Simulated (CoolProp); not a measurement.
Vapour-liquid equilibrium of benzene (1) + n-nonane (2) at 818 kPa; x and y are mole fractions of (1).

Values from CoolProp's multi-fluid Helmholtz-energy mixture model, Thol 2012 and Lemmon 2006; pair parameters Bell 2016.

```csv
x,"bubble temperature, mixture model (°C)","bubble temperature, Raoult's law (°C)","y, mixture model","y, Raoult's law"
0.05,243.5,243.8,0.140,0.168
0.2,222.2,223.8,0.458,0.507
0.35,206.2,208.3,0.651,0.701
0.5,194.2,195.8,0.773,0.821
0.65,184.7,185.6,0.860,0.900
0.8,176.7,177.0,0.927,0.953
0.95,169.6,169.7,0.983,0.990
```

The largest gap from Raoult's law is -2.1 K in bubble temperature, at x = 0.35. No azeotrope shows between x = 0.05 and 0.95.

Pair parameters are fitted to limited data, so mixtures are less certain than the pure fluids.
